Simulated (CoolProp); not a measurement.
Vapour-liquid equilibrium of n-pentane (1) + toluene (2) at 0.00979 MPa; x and y are mole fractions of (1).

Values from CoolProp's multi-fluid Helmholtz-energy mixture model, Thol 2019 and Lemmon 2006; pair parameters Bell 2016.

### Question
Give the bubble temperature and the first vapour's composition at x = 0.125, 0.8, 0.95. Is there an azeotrope?

### Answer
x = 0.125: 285.5 K, y = 0.827; x = 0.8: 258.2 K, y = 0.990; x = 0.95: 255.5 K, y = 0.997. No azeotrope shows between x = 0.05 and 0.95.

Pair parameters are fitted to limited data, so mixtures are less certain than the pure fluids.
